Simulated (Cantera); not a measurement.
## Formation from one mole of Cl2

Standard-state values (1 bar) from the NASA 1993 polynomials, evaluated with Cantera. Values are per mole of reaction as written; species without (g) are pure solids or liquids, kept so even where they would boil at 1 bar.

Pb + Cl2(g) = PbCl2(g)

```tsv
T (K)	ΔH° (kJ)	ΔS° (J/K)	ΔG° (kJ)	log10 K
400	-174.7	27.6	-185.7	24.25
425	-174.8	27.1	-186.4	22.91
450	-175.0	26.7	-187.1	21.71
475	-175.2	26.3	-187.7	20.64
500	-175.4	25.9	-188.4	19.68
525	-175.6	25.6	-189.0	18.81
550	-175.8	25.2	-189.7	18.01
```

0.5 Ti + Cl2(g) = 0.5 TiCl4(g)

```
T (K)  ΔH° (kJ)  ΔS° (J/K)  ΔG° (kJ)  log10 K
-----  --------  ---------  --------  -------
400      -381.4      -60.6    -357.2    46.65
425      -381.4      -60.5    -355.7    43.72
450      -381.4      -60.4    -354.2    41.11
475      -381.3      -60.3    -352.7    38.78
500      -381.3      -60.2    -351.2    36.69
525      -381.2      -60.1    -349.7    34.79
550      -381.2      -60.0    -348.2    33.07
```

Ca + Cl2(g) = CaCl2

```tsv
T (K)	ΔH° (kJ)	ΔS° (J/K)	ΔG° (kJ)	log10 K
400	-794.5	-157.1	-731.6	95.54
425	-794.1	-156.3	-727.7	89.44
450	-793.8	-155.6	-723.8	84.02
475	-793.5	-154.9	-719.9	79.17
500	-793.2	-154.2	-716.1	74.81
525	-792.9	-153.6	-712.2	70.86
550	-792.6	-153.1	-708.4	67.27
```

0.5 Ti + Cl2(g) = 0.5 TiCl4

```csv
T (K),ΔH° (kJ),ΔS° (J/K),ΔG° (kJ),log10 K
400,-399.5,-104.8,-357.6,46.70
425,-398.9,-103.3,-355.0,43.63
450,-398.3,-102.0,-352.4,40.91
475,-397.7,-100.7,-349.9,38.48
500,-397.1,-99.5,-347.4,36.29
525,-396.5,-98.3,-344.9,34.32
550,-395.9,-97.2,-342.5,32.53
```
